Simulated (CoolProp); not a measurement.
A simple Rankine cycle with propylene: condensing at 307.15 K, boiler at 3.35 MPa, turbine inlet 387.5 K, turbine efficiency 0.65, pump efficiency 0.6, no recuperator. Each further row changes one setting.

Values from CoolProp's reference Helmholtz-energy equation of state, Lemmon 2013.

```csv
case,thermal efficiency (%),net work (kJ/kg),heat in (kJ/kg),turbine exit temperature (K),volume ratio over the turbine
as stated,5.9,25.6,430,351.4,2.42
turbine inlet 407.5 K,6.1,29.0,477,373.5,2.37
condensing temperature 299.15 K,7.1,32.1,452,344.5,2.94
boiler pressure 2.34 MPa,3.8,17.2,456,368.7,1.64
turbine efficiency 0.55,4.8,20.6,430,353.9,2.45
```
